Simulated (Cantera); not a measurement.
A closed system holds: 1 mol Cr, 0.03 mol H₂O, 17 mol N₂, held at 1898.15 K and 380000 Pa.

These are equilibrium values from Cantera (NASA tables, ideal gas, pure condensed phases), not measurements of a reactor. Candidate condensed phases: Cr, CrN, Cr₂N, Cr₂O₃, H₂O; 29 gas species. Mutual solubility and eutectic melting of coexisting phases are not modelled. Equilibrium is a limit: real reactors are often held back by kinetics, nucleation or transport.

Base state: N₂ 0.998, H₂ 0.00176, Cr 7.99e-5, H₂O 1.89e-5, H 1.68e-5 (mole fractions); condensed: Cr₂N(s) + Cr₂O₃(s).

### Question
What changes in the equilibrium state with this change: temperature from 1898.15 K to 2723.15 K?

### Answer
```tsv
species	before	after
N₂	0.998	0.942
Cr	7.99e-5	0.0538
CrO	5.14e-7	0.00159
CrO₂	2.06e-9	1.19e-5
NO	9.92e-9	1.59e-5
H	1.68e-5	0.00106
Cr₂N(s), mol	0.489	0
Cr₂O₃(s), mol	0.00989	0
```

### Question
What changes in the equilibrium state with this change: H₂O from 0.03 to 0.014 mol?

### Answer
```
species         before     after
-------------  -------  --------
N₂               0.998     0.999
H₂             0.00176  0.000820
Cr             7.99e-5   7.98e-5
H₂O            1.89e-5   8.83e-6
H              1.68e-5   1.15e-5
Cr₂N(s), mol     0.489     0.495
Cr₂O₃(s), mol  0.00989   0.00461
```

### Question
What changes in the equilibrium state with this change: temperature from 1898.15 K to 1325 K?

### Answer
```tsv
species	before	after
N₂	0.998	0.998
H₂	0.00176	0.00181
H₂O	1.89e-5	2.54e-6
Cr	7.99e-5	<1e-9
H	1.68e-5	3.57e-8
Cr₂N(s), mol	0.489	0
Cr₂O₃(s), mol	0.00989	0.00999
CrN(s), mol	0	0.980
```
